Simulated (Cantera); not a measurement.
A closed system holds: 1 mol Cu, 1.7 mol F2, 4.4 mol N2, equilibrated at 1423.15 K and 10.0 Torr.

Method: chemical equilibrium by Gibbs-energy minimisation in Cantera with the NASA 1993 tables (ideal gas, pure condensed phases). Candidate condensed phases: Cu, CuF2; 11 gas species. The numbers say what is thermodynamically allowed, not how fast it happens.

### Question
What is the equilibrium state?

### Answer
x(N2): 0.647
x(F): 0.206
x(CuF2): 0.147
x(F2): 0.000156
x(CuF): 6.85e-5
gas amount: 6.799 mol
log10 activity of CuF2(l) (absent): -1.03
log10 activity of Cu(l) (absent): -8.12
